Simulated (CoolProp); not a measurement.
R142b along the isotherm 260.8 K: fugacity coefficient from the reference equation and from simpler models built on Tc = 410.3 K, pc = 4.055 MPa, ω = 0.232; each cubic takes its own stable root.

Values from CoolProp's reference Helmholtz-energy equation of state, Lemmon 2006. It is a short technical equation, of lower accuracy than the large ones.

```tsv
p (MPa)	phase	reference
2.25	liquid	0.04133
4.51	liquid	0.02249
6.76	liquid	0.01635
9.01	liquid	0.01337
11.3	liquid	0.01162
13.5	liquid	0.01057
15.8	liquid	0.009853
18	liquid	0.009394
20.3	liquid	0.009079
```

Task: How far does each simpler model (Redlich-Kwong, Soave-Redlich-Kwong, Peng-Robinson) lie from the reference over these 9 states: mean and median of the absolute difference, and the worst?

Result: 
- Redlich-Kwong: mean 75.1 %, median 75.2 %, worst +82.3 % at 260.8 K and 20.3 MPa
- Soave-Redlich-Kwong: mean 4.5 %, median 4.6 %, worst +7.9 % at 260.8 K and 20.3 MPa
- Peng-Robinson: mean 0.5 %, median 0.5 %, worst -0.9 % at 260.8 K and 20.3 MPa
